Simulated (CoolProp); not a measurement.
Vapour-liquid equilibrium of dimethyl ether (1) + isobutane (2) at 306.9 K; x and y are mole fractions of (1).

Model: multi-fluid Helmholtz-energy mixture model, Wu 2011 and Bücker 2006; pair parameters Bell 2016, in CoolProp.

```json
[
 {"x": "0.05", "bubble pressure (bar)": "4.820", "y at the bubble point": "0.105", "dew pressure at overall composition x (bar)": "…", "liquid density (mol/L)": "9.428"},
 {"x": "0.15", "bubble pressure (bar)": "5.395", "y at the bubble point": "0.267", "dew pressure at overall composition x (bar)": "4.971", "liquid density (mol/L)": "9.741"},
 {"x": "0.25", "bubble pressure (bar)": "5.875", "y at the bubble point": "0.389", "dew pressure at overall composition x (bar)": "5.329", "liquid density (mol/L)": "…"},
 {"x": "0.35", "bubble pressure (bar)": "…", "y at the bubble point": "…", "dew pressure at overall composition x (bar)": "5.717", "liquid density (mol/L)": "10.45"},
 {"x": "0.45", "bubble pressure (bar)": "6.615", "y at the bubble point": "0.571", "dew pressure at overall composition x (bar)": "6.124", "liquid density (mol/L)": "10.86"},
 {"x": "0.55", "bubble pressure (bar)": "6.896", "y at the bubble point": "0.647", "dew pressure at overall composition x (bar)": "…", "liquid density (mol/L)": "11.31"},
 {"x": "0.65", "bubble pressure (bar)": "7.128", "y at the bubble point": "0.719", "dew pressure at overall composition x (bar)": "6.906", "liquid density (mol/L)": "11.81"},
 {"x": "0.75", "bubble pressure (bar)": "7.313", "y at the bubble point": "…", "dew pressure at overall composition x (bar)": "7.213", "liquid density (mol/L)": "12.37"},
 {"x": "0.85", "bubble pressure (bar)": "7.448", "y at the bubble point": "0.868", "dew pressure at overall composition x (bar)": "…", "liquid density (mol/L)": "12.99"},
 {"x": "0.95", "bubble pressure (bar)": "7.525", "y at the bubble point": "0.952", "dew pressure at overall composition x (bar)": "7.524", "liquid density (mol/L)": "…"}
]
```

Question: What belongs in the gaps?

Answer: 
- 0.05, dew pressure at overall composition x (bar): 4.644
- 0.25, liquid density (mol/L): 10.08
- 0.35, bubble pressure (bar): 6.278
- 0.35, y at the bubble point: 0.487
- 0.55, dew pressure at overall composition x (bar): 6.531
- 0.75, y at the bubble point: 0.791
- 0.85, dew pressure at overall composition x (bar): 7.422
- 0.95, liquid density (mol/L): 13.67

No azeotrope shows between x = 0.05 and 0.95.

The pair parameters rest on a limited set of measurements; away from them the model extrapolates.
